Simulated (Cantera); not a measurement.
**HI + H2O + O2 (abatement and gas-phase synthesis)**

A closed system holds: 1 mol HI, 3.7 mol H2O, 4.8 mol O2, at 75.0 Torr.

These are equilibrium values from Cantera (NASA tables, ideal gas, pure condensed phases), not measurements of a reactor. Candidate condensed phases: H2O, I2; 12 gas species. The numbers say what is thermodynamically allowed, not how fast it happens.

From 2700 K to 3500 K nothing is condensed.

```json
[
 {"T (K)": "2700", "x O": "0.0708", "x O2": "0.384", "x H2O": "0.308", "x H": "0.0272", "x OH": "0.0936", "x I": "0.0926", "x H2": "0.0229"},
 {"T (K)": "2800", "x O": "0.102", "x O2": "0.355", "x H2O": "0.267", "x H": "0.0454", "x OH": "0.110", "x I": "0.0888", "x H2": "0.0308"},
 {"T (K)": "2900", "x O": "0.142", "x O2": "0.320", "x H2O": "0.219", "x H": "0.0715", "x OH": "0.124", "x I": "0.0840", "x H2": "0.0387"},
 {"T (K)": "3000", "x O": "0.190", "x O2": "0.281", "x H2O": "0.168", "x H": "0.106", "x OH": "0.131", "x I": "0.0785", "x H2": "0.0449"},
 {"T (K)": "3100", "x O": "0.244", "x O2": "0.238", "x H2O": "0.119", "x H": "0.147", "x OH": "0.131", "x I": "0.0725", "x H2": "0.0479"},
 {"T (K)": "3200", "x O": "0.301", "x O2": "0.195", "x H2O": "0.0772", "x H": "0.192", "x OH": "0.122", "x I": "0.0665", "x H2": "0.0466"},
 {"T (K)": "3300", "x O": "0.357", "x O2": "0.153", "x H2O": "0.0456", "x H": "0.235", "x OH": "0.106", "x I": "0.0610", "x H2": "0.0414"},
 {"T (K)": "3400", "x O": "0.410", "x O2": "0.116", "x H2O": "0.0248", "x H": "0.272", "x OH": "0.0867", "x I": "0.0564", "x H2": "0.0338"},
 {"T (K)": "3500", "x O": "0.455", "x O2": "0.0852", "x H2O": "0.0126", "x H": "0.301", "x OH": "0.0674", "x I": "0.0529", "x H2": "0.0260"}
]
```
x: gas mole fraction; nothing condenses.
